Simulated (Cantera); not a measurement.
Standard-state values (1 bar) from the NASA 1993 polynomials, evaluated with Cantera. Values are per mole of reaction as written; species without (g) are pure solids or liquids, kept so even where they would boil at 1 bar.

Between 300 and 2323 K, where is each reaction favourable under standard conditions?
- O(g) + Ti → TiO(g)


- O(g) + Ti → TiO(g): ΔG° is -207 kJ at 300 K and -245 kJ at 2323 K; it stays negative (K > 1). ΔH° is -250 kJ and ΔS° -2 J/K at 2323 K.
